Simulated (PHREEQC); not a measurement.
A solution holds 0.018 mol NaHSO4 and 0.0033 mol Na2HPO4 per kg of water, at 25 °C. Closed to the air; pH follows from the charge balance.

Equilibrium calculation in PHREEQC: ion-association model, phreeqc.dat.

This is a speciation only: nothing precipitates in the calculation.

**Question.** Order these S species by the share of S that they hold, largest first: NaSO4-, HSO4-, SO4-2.

**Answer.** SO4-2 (69 %), HSO4- (27 %), NaSO4- (3.9 %)

The pH is 2.15 and the ionic strength 0.0445 mol/kgw. Complexes and solids missing from the database can't appear.
